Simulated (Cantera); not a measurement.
What does this Cantera script print?

```python
import numpy as np
import cantera as ct

gas_names = """
    CL CL2 H HCL H2 Si SiCL SiCL2 SiCL3 SiCL4 SiH SiHCL3 SiH2 SiH2CL2 SiH3 SiH3CL SiH4 Si2 Si3
""".split()
cond_names = """
    Si(cr) Si(L)
""".split()


# ... load() reads the species with a 1 bar reference pressure and builds the phases ...
atoms = {
    'SiCl4': {'Si': 1, 'CL': 4},
    'HCl': {'H': 1, 'CL': 1},
    'H2': {'H': 2},
}
top_T = {}  # K; cautious upper limits of use, not melting points


# ... equilibrate(T, P, feed) seeds the gas with the atoms and calls Mixture.equilibrate('TP', solver="vcs", rtol=1e-11, max_steps=5000) ...
results = []
feed = {'SiCl4': 1, 'HCl': 1.6, 'H2': 8.8}  # mol
P = 22000  # Pa
for T in [648, 748, 848, 948, 1048, 1148, 1248, 1348, 1448, 1548, 1648]:
    mix = equilibrate(T, P, feed)
    results.append((T, P, feed, dict(zip(mix.species_names, mix.species_moles))))

top = {s: max(r[3][s] / sum(r[3][g] for g in gas_names) for r in results) for s in gas_names}
cols = sorted((s for s in top if top[s] > 0.0001), key=lambda s: -top[s])[:9]
seen = [c for c in cond_names if any(r[3].get(c, 0) > 1e-12 for r in results)]
print("log10 of partial pressures in bar; condensed amounts in mol")
print(f"{'T/K':>10s}" + "".join(f"{s[:9]:>10s}" for s in cols + seen))
for T, P, feed, n in results:
    ng = sum(n[g] for g in gas_names)
    print(f"{T:10.4g}" + "".join(f"{np.log10(max(n[s] / ng * P / 1e5, 1e-99)):10.3f}" for s in cols)
          + "".join(f"{n.get(c, 0):10.4g}" for c in seen))
```

It prints:

```
log10 of partial pressures in bar; condensed amounts in mol
       T/K        H2       HCL     SiCL4     SiCL2     SiCL3    SiHCL3   SiH2CL2         H
       648    -0.770    -1.510    -1.715   -14.469    -9.502    -5.082    -9.688   -15.302
       748    -0.770    -1.510    -1.716   -11.199    -7.595    -4.333    -8.087   -12.926
       848    -0.770    -1.508    -1.718    -8.720    -6.148    -3.771    -6.880   -11.106
       948    -0.771    -1.504    -1.725    -6.785    -5.020    -3.339    -5.948    -9.666
      1048    -0.773    -1.495    -1.739    -5.246    -4.124    -3.007    -5.218    -8.498
      1148    -0.776    -1.479    -1.768    -4.021    -3.416    -2.763    -4.659    -7.533
      1248    -0.783    -1.443    -1.834    -3.088    -2.890    -2.627    -4.288    -6.722
      1348    -0.798    -1.376    -1.979    -2.469    -2.574    -2.647    -4.152    -6.035
      1448    -0.819    -1.301    -2.239    -2.115    -2.459    -2.825    -4.222    -5.445
      1548    -0.837    -1.249    -2.612    -1.932    -2.496    -3.114    -4.404    -4.930
      1648    -0.848    -1.221    -3.054    -1.845    -2.621    -3.458    -4.630    -4.474
```

Equilibrium computed with Cantera from the NASA thermochemical tables; the gas is ideal and each condensed phase is pure. The tables' values for SiCl3 are old estimates; treat these amounts as uncertain.
